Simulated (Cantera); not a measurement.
Feed: 1 mol B₂H₆, 0.12 mol NH₃, 11 mol H₂, at 798.15 K and 100000 Pa.

Method: chemical equilibrium by Gibbs-energy minimisation in Cantera with the NASA 1993 tables (ideal gas, pure condensed phases). Candidate condensed phases: B, BN; 15 gas species. The feed counts by its element totals alone. Rates play no part.

Base state: H₂ 1.00 (mole fractions); condensed: B(s) + BN(s).

What changes in the equilibrium state with this change: B₂H₆ replaced by BF₃?


```csv
species,before,after
H₂,1.00,0.911
BF₃,0,0.0805
N₂,<1e-9,0.00420
HF,0,0.00368
NH₃,<1e-9,0.000172
"B(s), mol",1.88,0
"BN(s), mol",0.120,0.0150
```
